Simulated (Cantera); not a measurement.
A closed system holds: 1 mol C₂F₆, 0.02 mol CH₄, 0.59 mol H₂, held at 10.0 mbar.

Cantera equilibrium calculation (NASA polynomials, part measured and part estimated; ideal gas, pure solids and liquids). Candidate condensed phases: C, C₆H₆, C₇H₈, C₈H₁₈; 95 gas species. The feed counts by its element totals alone. Gases not in the tables: C₂F₆ and larger saturated fluorocarbons. Rates play no part. All values below are at 1575 K.

Base state: HF 0.515, CF₄ 0.484, CF₂ 0.000863, F 0.000174, CF₃ 0.000137 (mole fractions); condensed: C(graphite).

**Question.** What changes in the equilibrium state with this change: H₂ from 0.59 to 2.5 mol?

**Answer.** 
```
species             before     after
----------------  --------  --------
HF                   0.515     0.956
CF₄                  0.484    0.0431
CF₂               0.000863  0.000258
CF₃               0.000137   2.23e-5
F                 0.000174   9.52e-5
C(graphite), mol     0.834      1.79
```
